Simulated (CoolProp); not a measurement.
R410A along the isobar 6.21 MPa: fugacity coefficient from the reference equation and from simpler models built on Tc = 344.5 K, pc = 4.901 MPa, ω = 0.296; each cubic takes its own stable root.

Computed with CoolProp (reference Helmholtz-energy equation of state, Lemmon 2003). It is a pseudo-pure fit of the blend.

| T (K) | phase | reference | van der Waals | Soave-Redlich-Kwong |
|---|---|---|---|---|
| 215 | liquid | 0.01323 | 0.1048 | 0.01360 |
| 229.4 | liquid | 0.02670 | 0.1423 | 0.02785 |
| 243.8 | liquid | 0.04853 | 0.1857 | 0.05124 |
| 258.1 | liquid | 0.08071 | 0.2342 | 0.08601 |
| 272.5 | liquid | 0.1255 | 0.2878 | 0.1346 |
| 286.9 | liquid | 0.1836 | 0.3453 | 0.1976 |
| 301.2 | liquid | 0.2546 | 0.4051 | 0.2741 |
| 315.6 | liquid | 0.3383 | 0.4669 | 0.3631 |
| 330 | liquid | 0.4317 | 0.5290 | 0.4600 |
| 358.7 | supercritical | 0.6182 | 0.6448 | 0.6410 |
| 373.1 | supercritical | 0.6752 | 0.6891 | 0.6960 |
